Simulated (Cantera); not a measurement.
Cantera run:

```python
import numpy as np
import cantera as ct

gas_names = """
    CL CL2 H HCL H2 N NH NH2 NH3 N2 N2H2 N2H4 Si SiCL SiCL2 SiCL3 SiCL4 SiH SiHCL3 SiH2 SiH2CL2 SiH3
    SiH3CL SiH4 SiN Si2 Si2N Si3
""".split()
cond_names = """
    NH4CL(a) NH4CL(b) Si(cr) Si(L) Si3N4(a)
""".split()


def load(file, names, dense=False):
    # The tables refer to 1 bar. Condensed volumes are neglected.
    table = {s.name: s for s in ct.Species.list_from_file(file)}
    out = []
    for n in names:
        d = dict(table[n].input_data)
        d["thermo"] = dict(d["thermo"], **{"reference-pressure": 1e5})
        if dense:
            d["equation-of-state"] = {"model": "constant-volume", "density": "1e6 g/cm^3"}
        out.append(ct.Species.from_dict(d))
    return out


gas = ct.Solution(thermo="ideal-gas", species=load("nasa_gas.yaml", gas_names))
cond = {s.name: ct.Solution(thermo="fixed-stoichiometry", species=[s], name=s.name)
        for s in load("nasa_condensed.yaml", cond_names, dense=True)}
atoms = {
    'SiCl4': {'Si': 1, 'CL': 4},
    'NH3': {'N': 1, 'H': 3},
    'H2': {'H': 2},
}
top_T = {'Si3N4(a)': 2400}  # K; cautious upper limits of use, not melting points


def equilibrate(T, P, feed):
    n = {}
    for name, mol in feed.items():
        for a, k in atoms[name].items():
            n[a] = n.get(a, 0.0) + k * mol
    gas.TPX = T, P, n
    mass = sum(n.values()) * gas.mean_molecular_weight
    gas.equilibrate("TP")
    valid = [c for c in cond.values() if c.min_temp <= T <= top_T.get(c.name, c.max_temp)]
    mix = ct.Mixture([(gas, mass / gas.mean_molecular_weight)] + [(c, 0.0) for c in valid])
    mix.T, mix.P = T, P
    mix.equilibrate("TP", solver="vcs", rtol=1e-11, max_steps=5000)
    return mix


results = []
P = 500  # Pa
for T in [1123, 1198, 1273, 1348, 1423, 1498, 1573, 1648, 1723, 1798, 1873]:
    for m in [0.25, 0.34, 0.46, 0.62, 0.84, 1.1, 1.5, 2.1, 2.8, 3.8, 5.1, 7]:
        feed = {'SiCl4': 1, 'NH3': m, 'H2': 0.7}  # mol
        mix = equilibrate(T, P, feed)
        results.append((T, P, feed, dict(zip(mix.species_names, mix.species_moles))))

for T, P, feed, n in results:
    print(f"{T:7g} {feed['NH3']:10.4g}  " + (" + ".join(c for c in cond_names if n.get(c, 0) > 1e-12) or "gas only"))
```

It prints:

```
   1123       0.25  Si3N4(a)
   1123       0.34  Si3N4(a)
   1123       0.46  Si3N4(a)
   1123       0.62  Si3N4(a)
   1123       0.84  Si3N4(a)
   1123        1.1  Si3N4(a)
   1123        1.5  Si3N4(a)
   1123        2.1  Si3N4(a)
   1123        2.8  Si3N4(a)
   1123        3.8  Si3N4(a)
   1123        5.1  Si3N4(a)
   1123          7  Si3N4(a)
   1198       0.25  Si3N4(a)
   1198       0.34  Si3N4(a)
   1198       0.46  Si3N4(a)
   1198       0.62  Si3N4(a)
   1198       0.84  Si3N4(a)
   1198        1.1  Si3N4(a)
   1198        1.5  Si3N4(a)
   1198        2.1  Si3N4(a)
   1198        2.8  Si3N4(a)
   1198        3.8  Si3N4(a)
   1198        5.1  Si3N4(a)
   1198          7  Si3N4(a)
   1273       0.25  Si3N4(a)
   1273       0.34  Si3N4(a)
   1273       0.46  Si3N4(a)
   1273       0.62  Si3N4(a)
   1273       0.84  Si3N4(a)
   1273        1.1  Si3N4(a)
   1273        1.5  Si3N4(a)
   1273        2.1  Si3N4(a)
   1273        2.8  Si3N4(a)
   1273        3.8  Si3N4(a)
   1273        5.1  Si3N4(a)
   1273          7  Si3N4(a)
   1348       0.25  Si3N4(a)
   1348       0.34  Si3N4(a)
   1348       0.46  Si3N4(a)
   1348       0.62  Si3N4(a)
   1348       0.84  Si3N4(a)
   1348        1.1  Si3N4(a)
   1348        1.5  Si3N4(a)
   1348        2.1  Si3N4(a)
   1348        2.8  Si3N4(a)
   1348        3.8  Si3N4(a)
   1348        5.1  Si3N4(a)
   1348          7  Si3N4(a)
   1423       0.25  gas only
   1423       0.34  gas only
   1423       0.46  gas only
   1423       0.62  Si3N4(a)
   1423       0.84  Si3N4(a)
   1423        1.1  Si3N4(a)
   1423        1.5  Si3N4(a)
   1423        2.1  Si3N4(a)
   1423        2.8  Si3N4(a)
   1423        3.8  Si3N4(a)
   1423        5.1  Si3N4(a)
   1423          7  Si3N4(a)
   1498       0.25  gas only
   1498       0.34  gas only
   1498       0.46  gas only
   1498       0.62  gas only
   1498       0.84  gas only
   1498        1.1  gas only
   1498        1.5  gas only
   1498        2.1  Si3N4(a)
   1498        2.8  Si3N4(a)
   1498        3.8  Si3N4(a)
   1498        5.1  Si3N4(a)
   1498          7  Si3N4(a)
   1573       0.25  gas only
   1573       0.34  gas only
   1573       0.46  gas only
   1573       0.62  gas only
   1573       0.84  gas only
   1573        1.1  gas only
   1573        1.5  gas only
   1573        2.1  gas only
   1573        2.8  gas only
   1573        3.8  Si3N4(a)
   1573        5.1  Si3N4(a)
   1573          7  Si3N4(a)
   1648       0.25  gas only
   1648       0.34  gas only
   1648       0.46  gas only
   1648       0.62  gas only
   1648       0.84  gas only
   1648        1.1  gas only
   1648        1.5  gas only
   1648        2.1  gas only
   1648        2.8  gas only
   1648        3.8  gas only
   1648        5.1  gas only
   1648          7  gas only
   1723       0.25  gas only
   1723       0.34  gas only
   1723       0.46  gas only
   1723       0.62  gas only
   1723       0.84  gas only
   1723        1.1  gas only
   1723        1.5  gas only
   1723        2.1  gas only
   1723        2.8  gas only
   1723        3.8  gas only
   1723        5.1  gas only
   1723          7  gas only
   1798       0.25  gas only
   1798       0.34  gas only
   1798       0.46  gas only
   1798       0.62  gas only
   1798       0.84  gas only
   1798        1.1  gas only
   1798        1.5  gas only
   1798        2.1  gas only
   1798        2.8  gas only
   1798        3.8  gas only
   1798        5.1  gas only
   1798          7  gas only
   1873       0.25  gas only
   1873       0.34  gas only
   1873       0.46  gas only
   1873       0.62  gas only
   1873       0.84  gas only
   1873        1.1  gas only
   1873        1.5  gas only
   1873        2.1  gas only
   1873        2.8  gas only
   1873        3.8  gas only
   1873        5.1  gas only
   1873          7  gas only
```

These are equilibrium values from Cantera (NASA tables, ideal gas, pure condensed phases), not measurements of a reactor. The tables' values for SiCl3 are old estimates.
